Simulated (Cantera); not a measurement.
Cantera run:

```python
import numpy as np
import cantera as ct

gas_names = """
    O2 CrO3 CO B2O3 CO2
""".split()
cond_names = """
    Cr(cr) Cr(L) Ta(cr) Ta(L) Ta2O5(s) Ta2O5(L) V(cr) V(L) V2O5(s) V2O5(L) C(gr) B(b) B(L)
""".split()


# ... load() reads the species with a 1 bar reference pressure and builds the phases ...
species = {s.name: s for s in load("nasa_gas.yaml", gas_names) + load("nasa_condensed.yaml", cond_names)}
# Each term lists the table entries of one substance; the one whose range holds T is used.
reactions = {
    '0.6667 Cr + O2(g) = 0.6667 CrO3(g)':
        [(-0.6666666666666666, ['Cr(cr)', 'Cr(L)']), (-1, ['O2']), (0.6666666666666666, ['CrO3'])],
    '0.8 Ta + O2(g) = 0.4 Ta2O5':
        [(-0.8, ['Ta(cr)', 'Ta(L)']), (-1, ['O2']), (0.4, ['Ta2O5(s)', 'Ta2O5(L)'])],
    '0.8 V + O2(g) = 0.4 V2O5':
        [(-0.8, ['V(cr)', 'V(L)']), (-1, ['O2']), (0.4, ['V2O5(s)', 'V2O5(L)'])],
    '2 C + O2(g) = 2 CO(g)':
        [(-2, ['C(gr)']), (-1, ['O2']), (2, ['CO'])],
    '1.333 B + O2(g) = 0.6667 B2O3(g)':
        [(-1.3333333333333333, ['B(b)', 'B(L)']), (-1, ['O2']), (0.6666666666666666, ['B2O3'])],
    'C + O2(g) = CO2(g)':
        [(-1, ['C(gr)']), (-1, ['O2']), (1, ['CO2'])],
}


def pick(names, T):
    return next(species[n] for n in names if species[n].thermo.min_temp <= T <= species[n].thermo.max_temp)


results = []
for label, terms in reactions.items():
    print(label)
    print("     T/K   dH/kJ  dS/(J/K)   dG/kJ   log10 K")
    for T in [1825, 1975, 2125, 2275, 2425, 2575, 2725, 2875]:
        used = [(nu, pick(names, T)) for nu, names in terms]
        dH = sum(nu * s.thermo.h(T) for nu, s in used) / 1e6
        dS = sum(nu * s.thermo.s(T) for nu, s in used) / 1e3
        dG = dH - T * dS / 1e3
        logK = -dG * 1e6 / (ct.gas_constant * T * np.log(10))
        results.append((label, T, dH, dS, dG, logK, [s.name for _, s in used]))
        print(f"{T:8g} {dH:8.1f} {dS:8.1f} {dG:8.1f} {logK:8.2f}")
```

It prints:

```
0.6667 Cr + O2(g) = 0.6667 CrO3(g)
     T/K   dH/kJ  dS/(J/K)   dG/kJ   log10 K
    1825   -204.7    -52.6   -108.7     3.11
    1975   -207.2    -53.9   -100.7     2.66
    2125   -210.0    -55.3    -92.5     2.27
    2275   -225.2    -62.4    -83.2     1.91
    2425   -226.7    -63.0    -73.8     1.59
    2575   -228.2    -63.6    -64.3     1.30
    2725   -229.8    -64.2    -54.7     1.05
    2875   -231.4    -64.8    -45.1     0.82
0.8 Ta + O2(g) = 0.4 Ta2O5
     T/K   dH/kJ  dS/(J/K)   dG/kJ   log10 K
    1825   -796.2   -157.8   -508.2    14.54
    1975   -793.7   -156.5   -484.6    12.82
    2125   -742.0   -131.4   -462.8    11.38
    2275   -737.1   -129.1   -443.3    10.18
    2425   -732.3   -127.1   -424.1     9.13
    2575   -727.7   -125.3   -405.1     8.22
    2725   -723.2   -123.6   -386.5     7.41
    2875   -719.1   -122.1   -368.1     6.69
0.8 V + O2(g) = 0.4 V2O5
     T/K   dH/kJ  dS/(J/K)   dG/kJ   log10 K
    1825   -575.0   -126.8   -343.6     9.84
    1975   -573.9   -126.2   -324.7     8.59
    2125   -573.2   -125.8   -305.8     7.52
    2275   -591.1   -134.0   -286.2     6.57
    2425   -591.0   -134.0   -266.1     5.73
    2575   -591.0   -134.0   -246.0     4.99
    2725   -591.0   -134.0   -225.9     4.33
    2875   -591.0   -134.0   -205.8     3.74
2 C + O2(g) = 2 CO(g)
     T/K   dH/kJ  dS/(J/K)   dG/kJ   log10 K
    1825   -235.2    168.5   -542.7    15.53
    1975   -237.5    167.3   -567.9    15.02
    2125   -239.8    166.2   -592.9    14.57
    2275   -242.3    165.1   -617.8    14.18
    2425   -244.8    164.0   -642.5    13.84
    2575   -247.3    163.0   -667.0    13.53
    2725   -250.0    162.0   -691.4    13.25
    2875   -252.7    161.0   -715.6    13.00
1.333 B + O2(g) = 0.6667 B2O3(g)
     T/K   dH/kJ  dS/(J/K)   dG/kJ   log10 K
    1825   -563.9    -29.9   -509.2    14.57
    1975   -564.9    -30.5   -504.7    13.35
    2125   -566.1    -31.1   -500.0    12.29
    2275   -567.3    -31.6   -495.3    11.37
    2425   -635.8    -60.8   -488.4    10.52
    2575   -637.4    -61.4   -479.3     9.72
    2725   -639.0    -62.0   -470.0     9.01
    2875   -640.7    -62.6   -460.6     8.37
C + O2(g) = CO2(g)
     T/K   dH/kJ  dS/(J/K)   dG/kJ   log10 K
    1825   -396.4     -0.0   -396.3    11.34
    1975   -396.8     -0.2   -396.3    10.48
    2125   -397.2     -0.4   -396.2     9.74
    2275   -397.6     -0.6   -396.2     9.10
    2425   -398.0     -0.8   -396.0     8.53
    2575   -398.5     -1.0   -395.9     8.03
    2725   -399.1     -1.2   -395.7     7.59
    2875   -399.7     -1.4   -395.5     7.19
```

Source: NASA polynomial tables (part measured, part estimated), evaluated in Cantera. Condensed species are held in their standard states even where they would react or evaporate.
